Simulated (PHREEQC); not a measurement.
1 kg of water meets 20 L of dry gas (CO2 0.64, N2 0.36 by moles) at fixed total pressure, at 5 atm; fugacities by Peng-Robinson. The gases take part in no redox reaction, some water evaporates into the gas, and hydrates or a liquid gas phase aren't modelled. Precipitation was switched off in this run.

Equilibrium calculation in PHREEQC: ion-association model, phreeqc.dat.

Predict dissolved CO2 (all carbonate carbon) (mol/kgw), dissolved N2 (mol/kgw) at T (°C) = 10, 40, 60.


```json
[
 {"T (°C)": "10", "dissolved CO2 (all carbonate carbon) (mol/kgw)": "0.163", "dissolved N2 (mol/kgw)": "0.00158"},
 {"T (°C)": "40", "dissolved CO2 (all carbonate carbon) (mol/kgw)": "0.0724", "dissolved N2 (mol/kgw)": "0.00101"},
 {"T (°C)": "60", "dissolved CO2 (all carbonate carbon) (mol/kgw)": "0.0493", "dissolved N2 (mol/kgw)": "0.000847"}
]
```

At this temperature some constants are extrapolated from 25 °C, and those without enthalpy data are left unchanged.
